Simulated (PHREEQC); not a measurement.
Polishing slurry liquid

Consider water at 25 °C with 0.048 mol NH3 and 0.00097 mol K2SO4 per kg of water. Closed to the air; pH follows from the charge balance.

Computed with PHREEQC (ion-association model, phreeqc.dat).

Each row changes one thing in this solution. No solid was allowed to form.

```
case                                            pH  ionic strength (mol/kgw)  NH4+ (mol/kgw)  KSO4- (mol/kgw)  NH4SO4- (mol/kgw)
--------------------------------------  ----------  ------------------------  --------------  ---------------  -----------------
as made                                      10.96                   0.00385        0.000974          9.87e-6            9.14e-6
temperature from 25 to 55 °C            (withheld)                   0.00388         0.00101          1.55e-5            9.25e-6
temperature from 25 to 85 °C            (withheld)                   0.00382        0.000961          2.24e-5            8.61e-6
K2SO4 from 0.00097 to 0.000485 mol/kgw       10.96                   0.00241      (withheld)          2.62e-6            4.78e-6
diluted 5-fold with water                    10.60                  0.000998        0.000418          4.55e-7            9.01e-7
diluted 100-fold with water                   9.92                  0.000114         8.48e-5          1.26e-9         (withheld)
temperature from 25 to 70 °C                  9.76                   0.00386        0.000993       (withheld)            9.00e-6
```

Question: Complete the blanks.

Answer: 
- temperature from 25 to 55 °C, pH: 10.11
- temperature from 25 to 85 °C, pH: 9.45
- K2SO4 from 0.00097 to 0.000485 mol/kgw, NH4+ (mol/kgw): 0.000963
- diluted 100-fold with water, NH4SO4- (mol/kgw): 1.01e-8
- temperature from 25 to 70 °C, KSO4- (mol/kgw): 1.88e-5

Constants without temperature data keep their 25 °C values here.
